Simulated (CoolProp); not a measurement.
Properties of decamethylcyclopentasiloxane (D5) along the isotherm 620 K (Tc = 618.3 K, pc = 1.078 MPa, ω = 0.631).

The numbers come from the reference Helmholtz-energy equation of state, Thol 2019 in CoolProp.

```json
[
 {"p (MPa)": "0.00511", "phase": "gas", "cv (kJ/(kg K))": "1.930", "fugacity coefficient": "0.9983"},
 {"p (MPa)": "0.0105", "phase": "gas", "cv (kJ/(kg K))": "1.930", "fugacity coefficient": "0.9966"},
 {"p (MPa)": "0.0216", "phase": "gas", "cv (kJ/(kg K))": "1.930", "fugacity coefficient": "0.9929"},
 {"p (MPa)": "0.0443", "phase": "gas", "cv (kJ/(kg K))": "1.931", "fugacity coefficient": "0.9855"},
 {"p (MPa)": "0.0909", "phase": "gas", "cv (kJ/(kg K))": "1.933", "fugacity coefficient": "0.9704"},
 {"p (MPa)": "0.187", "phase": "gas", "cv (kJ/(kg K))": "1.936", "fugacity coefficient": "0.9394"},
 {"p (MPa)": "0.383", "phase": "gas", "cv (kJ/(kg K))": "1.943", "fugacity coefficient": "0.8769"},
 {"p (MPa)": "0.787", "phase": "gas", "cv (kJ/(kg K))": "1.965", "fugacity coefficient": "0.7497"},
 {"p (MPa)": "1.62", "phase": "supercritical", "cv (kJ/(kg K))": "1.992", "fugacity coefficient": "0.4760"}
]
```
